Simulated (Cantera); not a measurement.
Ignition delay

Mixture: CH4 : CO : O2 : N2 = 1 : 0.12 : 2.42 : 9.11 (molar parts), equivalence ratio 0.85, at 0.470 bar, adiabatic and at constant volume. Ignition delay is the time to a rise of 400 K.

Detailed kinetics in Cantera: GRI-Mech 3.0 (53 species, 325 reactions).

```json
[
 {"T0 (K)": "1050", "delay (ms)": "955"},
 {"T0 (K)": "1100", "delay (ms)": "395"},
 {"T0 (K)": "1150", "delay (ms)": "172"},
 {"T0 (K)": "1200", "delay (ms)": "78.5"},
 {"T0 (K)": "1250", "delay (ms)": "37.5"},
 {"T0 (K)": "1300", "delay (ms)": "18.8"},
 {"T0 (K)": "1350", "delay (ms)": "9.83"},
 {"T0 (K)": "1400", "delay (ms)": "5.41"}
]
```

```json
{
  "apparent activation energy between 1300 and 1400 K": "190 kJ/mol"
}
```
